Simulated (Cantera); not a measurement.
What does this Cantera script print?

```python
import numpy as np
import cantera as ct

gas_names = [...]  # 114 gases of nasa_gas.yaml made of C, Fe, H, O
cond_names = """
    C(gr) C6H6(L) C7H8(L) C8H18(L),n-octa Fe(a) Fe(c) Fe(d) Fe(L) FeC5O5(L) FeO(s) FeO(L) Fe(OH)2(s)
    Fe(OH)3(s) Fe2O3(s) Fe3O4(s) H2O(s) H2O(L)
""".split()


# ... load() reads the species with a 1 bar reference pressure and builds the phases ...
atoms = {
    'Fe': {'Fe': 1},
    'H2O': {'H': 2, 'O': 1},
    'CO': {'C': 1, 'O': 1},
}
top_T = {'C(gr)': 4500, 'Fe2O3(s)': 1830, 'Fe3O4(s)': 1870}  # K; cautious upper limits of use, not melting points


# ... equilibrate(T, P, feed) seeds the gas with the atoms and calls Mixture.equilibrate('TP', solver="vcs", rtol=1e-11, max_steps=5000) ...
results = []
feed = {'Fe': 1, 'H2O': 8.7, 'CO': 5.9}  # mol
T = 1748.15  # K
P = 32000  # Pa
mix = equilibrate(T, P, feed)
results.append((T, P, feed, dict(zip(mix.species_names, mix.species_moles))))
print(gas.report(threshold=0.001))
for i in range(1, mix.n_phases):
    print(f"{mix.phase(i).name:16s} {mix.phase_moles(i):12.5e} mol")
```

Output:

```
       temperature   1748.2 K
          pressure   32000 Pa
           density   0.046145 kg/m^3
  mean mol. weight   20.96 kg/kmol
   phase of matter   gas

                          1 kg             1 kmol
                     ---------------   ---------------
          enthalpy       -5.8198e+06       -1.2198e+08  J
   internal energy       -6.5133e+06       -1.3652e+08  J
           entropy             12788        2.6803e+05  J/K
    Gibbs function       -2.8175e+07       -5.9054e+08  J
 heat capacity c_p            2097.3             43958  J/K
 heat capacity c_v            1700.6             35644  J/K

                      mass frac. Y      mole frac. X     chem. pot. / RT
                     ---------------   ---------------   ---------------
                CO           0.35509           0.26571           -37.322
               CO2            0.2905           0.13835           -61.164
                H2          0.019886           0.20675           -21.776
               H2O           0.33429           0.38893           -45.617
     [ +110 minor]        0.00023176        0.00025628

C(gr)             0.00000e+00 mol
Fe(d)             0.00000e+00 mol
FeC5O5(L)         0.00000e+00 mol
FeO(L)            9.99239e-01 mol
Fe2O3(s)          0.00000e+00 mol
Fe3O4(s)          0.00000e+00 mol
```

Cantera equilibrium calculation (NASA polynomials, part measured and part estimated; ideal gas, pure solids and liquids). The tables' stoichiometric FeO is somewhat more stable than real wüstite, so its field is too wide. FeO: taken at fixed stoichiometry.
